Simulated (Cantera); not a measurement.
An adiabatic, constant-volume homogeneous reactor starts with C₃H₈ : O₂ : N₂ : CO₂ = 1 : 3.57 : 13.4 : 0.98 (molar parts), equivalence ratio 1.4, at 1023 K and 0.390 bar.

Model: GRI-Mech 3.0 (53 species, 325 reactions), integrated in Cantera. GRI-Mech 3.0 was tuned for natural gas; its chemistry of propane as a main component is partial and can be far from experiment.

Predict: time of steepest temperature rise; temperature at 9.00 s; equilibrium temperature; x(O₂) at 9.00 s; x(CO₂) at 9.00 s; x(H) at 9.00 s; x(NO) at 9.00 s; x(H₂) at 9.00 s; x(CO) at 9.00 s.


```json
{
 "time_of_steepest_temperature_rise": "0.623 s",
 "temperature at 9.00 s": "2676 K",
 "equilibrium_temperature": "2676 K",
 "x(O₂) at 9.00 s": "0.00292 (gas-phase equilibrium 0.00292)",
 "x(CO₂) at 9.00 s": "0.0729 (gas-phase equilibrium 0.0729)",
 "x(H) at 9.00 s": "0.00871 (gas-phase equilibrium 0.00871)",
 "x(NO) at 9.00 s": "0.00321 (gas-phase equilibrium 0.00321)",
 "x(H₂) at 9.00 s": "0.0324 (gas-phase equilibrium 0.0324)",
 "x(CO) at 9.00 s": "0.110 (gas-phase equilibrium 0.110)"
}
```
